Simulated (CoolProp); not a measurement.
Acetone along the isobar 11900 kPa: fugacity coefficient from the reference equation and from simpler models built on Tc = 508.1 K, pc = 4692 kPa, ω = 0.307; each cubic takes its own stable root.

Values from CoolProp's reference Helmholtz-energy equation of state, Lemmon 2006. It is a short technical equation, of lower accuracy than the large ones.

```tsv
T (K)	phase	reference
196.8	liquid	3.221e-6
213.6	liquid	1.785e-5
230.4	liquid	7.425e-5
247.1	liquid	0.0002449
263.9	liquid	0.0006803
280.7	liquid	0.001634
297.5	liquid	0.003484
314.2	liquid	0.006707
331	liquid	0.01194
347.8	liquid	0.01982
364.6	liquid	0.03101
381.4	liquid	0.04610
398.1	liquid	0.06546
414.9	liquid	0.08964
431.7	liquid	0.1187
448.5	liquid	0.1526
```

**Question.** How far does each simpler model (van der Waals, Peng-Robinson) lie from the reference over these 16 states: mean and median of the absolute difference, and the worst?

**Answer.** 
- van der Waals: mean 12244.1 %, median 783.8 %, worst +121104.6 % at 196.8 K and 11900 kPa
- Peng-Robinson: mean 6.9 %, median 6.6 %, worst +12.0 % at 196.8 K and 11900 kPa
